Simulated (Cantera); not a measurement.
A closed system holds: 1 mol SiHCl₃, 2.7 mol CH₄, 750 mol H₂, equilibrated at 2648 K and 548 Torr.

Equilibrium computed with Cantera from the NASA thermochemical tables; the gas is ideal and each condensed phase is pure. Gases not in the tables: Si₂H₆ and higher silanes. Rates play no part.

```json
[
 {"species": "H₂", "before": "0.940", "after": "0.942"},
 {"species": "H", "before": "0.0528", "after": "0.0528"},
 {"species": "HCl", "before": "0.00370", "after": "0.00372"},
 {"species": "C₂H₂ (acetylene)", "before": "0.00166", "after": "0.000161"},
 {"species": "Si", "before": "0.000964", "after": "0.00100"},
 {"species": "SiC₂", "before": "3.37e-5", "after": "3.40e-6"},
 {"species": "CH₃", "before": "2.27e-5", "after": "7.07e-6"},
 {"species": "CH₄", "before": "2.33e-5", "after": "7.26e-6"},
 {"species": "SiH₂", "before": "8.30e-5", "after": "8.65e-5"},
 {"species": "SiH", "before": "0.000171", "after": "0.000178"},
 {"species": "Cl", "before": "0.000145", "after": "0.000146"}
]
```
Gas species are given as mole fractions.

Problem. Which change was made?
(A) pressure from 548 Torr to 18.8 Torr
(B) temperature from 2648 K to 1125 K
(C) CH₄ from 2.7 to 0.27 mol
(D) temperature from 2648 K to 1475 K

Solution. C, CH₄ from 2.7 to 0.27 mol
